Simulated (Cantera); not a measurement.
Input: 1 mol CH3Cl, 0.017 mol HCl, held at 3323.15 K and 1.58 Torr.

Method: chemical equilibrium by Gibbs-energy minimisation in Cantera with the NASA 1993 tables (ideal gas, pure condensed phases). Candidate condensed phases: C, C6H6, C7H8, C8H18; 91 gas species. The tables' values for CCl are old estimates; treat these amounts as uncertain. Rates play no part.

Base state: H 0.640, Cl 0.218, C 0.0831, C3 0.0327, C2 0.0165, H2 0.00573, HCl 0.00292, C2H 0.00111 (mole fractions); condensed: gas only.

Question: What changes in the equilibrium state with this change: temperature from 3323.15 K to 2048.15 K?

Answer: 
```json
[
 {"species": "H2", "before": "0.00573", "after": "0.476"},
 {"species": "HCl", "before": "0.00292", "after": "0.465"},
 {"species": "H", "before": "0.640", "after": "0.0338"},
 {"species": "C2", "before": "0.0165", "after": "3.58e-9"},
 {"species": "C", "before": "0.0831", "after": "3.99e-8"},
 {"species": "C3", "before": "0.0327", "after": "4.20e-8"},
 {"species": "Cl", "before": "0.218", "after": "0.0244"},
 {"species": "C5", "before": "6.71e-5", "after": "<1e-9"},
 {"species": "C4", "before": "5.51e-5", "after": "<1e-9"},
 {"species": "CH", "before": "8.01e-5", "after": "5.71e-9"},
 {"species": "CCl", "before": "1.33e-5", "after": "1.86e-9"},
 {"species": "C2H", "before": "0.00111", "after": "7.78e-7"},
 {"species": "C(graphite), mol", "before": "0", "after": "0.998"}
]
```
